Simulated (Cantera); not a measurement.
Charge: 1 mol AlCl₃, 27 mol N₂O, a varied amount of H₂, equilibrated at 1402 °C and 0.000120 bar.

Equilibrium computed with Cantera from the NASA thermochemical tables; the gas is ideal and each condensed phase is pure. Candidate condensed phases: Al, AlCl₃, AlN, Al₂O₃, H₂O, NH₄Cl; 45 gas species. Equilibrium is a limit: real reactors are often held back by kinetics, nucleation or transport.

Question: At 46 mol H₂, list the 4 most abundant gas species with their mole fractions, and the condensed phases.

Answer: N₂ 0.361, H₂O 0.341, H₂ 0.252, HCl 0.0395. Condensed: Al₂O₃(s).
